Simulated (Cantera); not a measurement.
An isothermal, constant-pressure homogeneous reactor starts with 9.09 % H2, 90.9 % O2, at 1348 K and 0.0118 atm.

Cantera simulation using GRI-Mech 3.0 (53 species, 325 reactions); the numbers are that mechanism's predictions, not measurements. Radical loss at walls, strong at low pressure, is not modelled. The temperature is held fixed by assumption; the heat of reaction is taken as removed at once.

x: mole fraction; the columns are a selection and need not sum to one.

```tsv
t (s)	x H2	x O2	x H	x HO2	x H2O
0.000700	0.0895	0.908	0.000397	1.09e-6	0.000975
0.00146	0.00423	0.843	0.0192	3.38e-6	0.0720
0.00305	0.00243	0.841	0.0166	3.23e-6	0.0761
0.00637	0.00229	0.846	0.0150	3.21e-6	0.0775
0.0133	?	0.854	?	3.16e-6	0.0800
0.0277	0.00156	0.867	0.00788	3.01e-6	0.0839
0.0579	0.000936	0.883	0.00350	2.61e-6	0.0885
0.121	0.000393	0.895	0.000923	1.83e-6	0.0921
0.252	0.000122	0.901	0.000156	9.52e-7	0.0939
0.527	?	0.904	?	?	0.0946
1.10	9.22e-6	0.904	3.25e-6	1.42e-7	0.0949
2.30	2.85e-6	0.905	5.60e-7	6.15e-8	0.0951
4.79	9.96e-7	0.905	1.16e-7	4.14e-8	0.0951
10.0	4.04e-7	0.905	3.00e-8	4.37e-8	0.0952
```

**Question.** Fill in the missing entries.

**Answer.** 
- 0.0133, x H2: 0.00203
- 0.0133, x H: 0.0121
- 0.527, x H2: 3.30e-5
- 0.527, x H: 2.20e-5
- 0.527, x HO2: 3.82e-7
